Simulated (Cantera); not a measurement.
**Equilibrium for thermal oxidation and active oxidation of silicon: Si + N₂O + H₂**

A closed system holds: 1 mol Si, 0.015 mol N₂O, 13 mol H₂.

These are equilibrium values from Cantera (NASA tables, ideal gas, pure condensed phases), not measurements of a reactor. Candidate condensed phases: H₂O, Si, SiO₂, Si₂N₂O, Si₃N₄; 35 gas species. Mutual solubility and eutectic melting of coexisting phases are not modelled. Equilibrium is a limit: real reactors are often held back by kinetics, nucleation or transport.

Q: Map the stable condensed phases over T = 802, 852, 902, 952, 1002, 1052, 1102, 1152, 1202, 1252 °C and P in Pa = 0.10, 0.75, 5.6, 42, 320, 2400, 18000, 130000, 1000000.

A: 
```
T in °C \ P in Pa
            0.10    0.75     5.6      42     320    2400   18000  130000 1000000
   1252        A       A       A       A       A       B       B       B       B
   1202        A       A       A       A       B       B       B       B       B
   1152        A       A       A       A       B       B       B       B       B
   1102        A       A       A       B       B       B       B       B       B
   1052        A       A       A       B       B       B       B       B       B
   1002        A       A       B       B       B       B       B       B       B
    952        A       B       B       B       B       B       B       B       B
    902        B       B       B       B       B       B       B       B       B
    852        B       B       B       B       B       B       B       B       B
    802        B       B       B       B       B       B       B       B       B
```
A: Si; B: Si + Si₂N₂O.
